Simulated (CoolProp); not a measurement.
Vapour-liquid equilibrium of CH2F2 (R32) (1) + propylene (2) at 267.5 K; x and y are mole fractions of (1).

Values from CoolProp's multi-fluid Helmholtz-energy mixture model, Tillner-Roth 1997 and Lemmon 2013; pair parameters Bell 2016.

### Question
Give the bubble pressure and the first vapour's composition at x = 0.2, 0.425, 0.65. Is there an azeotrope?

### Answer
x = 0.2: 7.159 bar, y = 0.396; x = 0.425: 8.116 bar, y = 0.547; x = 0.65: 8.340 bar, y = 0.642. y crosses x between x = 0.575 and 0.65: the model has an azeotrope there.

The pair parameters rest on a limited set of measurements; away from them the model extrapolates.
